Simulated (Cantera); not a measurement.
Input: 1 mol MgO, 19 mol F2, 0.59 mol O2, held at 0.00570 bar.

Cantera equilibrium calculation (NASA polynomials, part measured and part estimated; ideal gas, pure solids and liquids). Candidate condensed phases: Mg, MgF2, MgO; 14 gas species. The numbers say what is thermodynamically allowed, not how fast it happens.

x: gas mole fraction; n: condensed amount in mol.

| T (K) | x F | x O2 | x MgF2 | x F2 | x O | x Mg2F4 | n MgF2(s) | n MgF2(l) |
|---|---|---|---|---|---|---|---|---|
| 1423 | 0.967 | 0.0294 | 0.00193 | 0.00148 | … | 2.89e-7 | 0.928 | 0 |
| 1448 | 0.966 | 0.0293 | 0.00333 | 0.00116 | … | 5.98e-7 | 0.876 | 0 |
| 1473 | 0.964 | 0.0292 | 0.00562 | 0.000911 | … | 1.20e-6 | 0.791 | 0 |
| 1498 | 0.961 | 0.0291 | 0.00931 | 0.000721 | … | 2.37e-6 | 0.651 | 0 |
| 1523 | 0.955 | 0.0290 | 0.0152 | 0.000572 | … | 4.55e-6 | 0.429 | 0 |
| 1548 | 0.947 | 0.0287 | 0.0235 | 0.000454 | … | 7.96e-6 | 0 | 0.109 |
| 1573 | 0.945 | 0.0286 | 0.0262 | 0.000367 | … | 7.37e-6 | 0 | 0 |
| 1598 | 0.945 | 0.0286 | 0.0263 | 0.000301 | … | 5.50e-6 | 0 | 0 |
| 1623 | 0.945 | 0.0286 | 0.0263 | 0.000248 | … | 4.15e-6 | 0 | 0 |

**Question.** Some entries are withheld; supply them.

**Answer.** 
- 1423, x O: 3.06e-6
- 1448, x O: 4.42e-6
- 1473, x O: 6.32e-6
- 1498, x O: 8.92e-6
- 1523, x O: 1.24e-5
- 1548, x O: 1.71e-5
- 1573, x O: 2.34e-5
- 1598, x O: 3.17e-5
- 1623, x O: 4.26e-5
